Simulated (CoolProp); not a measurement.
A single-stage vapour-compression cycle with the fluid: evaporating at 326.15 K (dew point), condensing at 381.15 K (bubble point), superheat 2 K, subcooling 0 K, compressor efficiency 0.9, no pressure losses. The same conditions are run with several fluids, on thermodynamics alone (safety and materials aside).

Model: reference Helmholtz-energy equation of state of each fluid (isobutane: Bücker 2006; cis-2-butene: Lemmon 2005; neopentane: Lemmon 2006; R245fa: Akasaka 2015; R21: Platzer 1990; chlorine: Thol 2021), in CoolProp. The equations of Platzer and Polt are older, rougher fits.

Question: Rank isobutane, cis-2-butene, neopentane, R245fa, R21, chlorine by cooling COP, highest first.

Answer: R21 (4.20), chlorine (3.82), cis-2-butene (3.78), R245fa (3.47), neopentane (3.16), isobutane (2.95)

```csv
fluid,pressure ratio,discharge temperature (K),refrigerating effect (kJ/kg),volumetric capacity (kJ/m³)
isobutane,3.12,381.1,136,2550
cis-2-butene,3.43,383.0,221,2480
neopentane,3.39,381.1,133,1530
R245fa,4.00,381.2,93.7,1930
R21,3.62,401.2,151,2720
chlorine,2.87,434.7,161,7780
```

The compression ends wet for: isobutane; neopentane; R245fa.
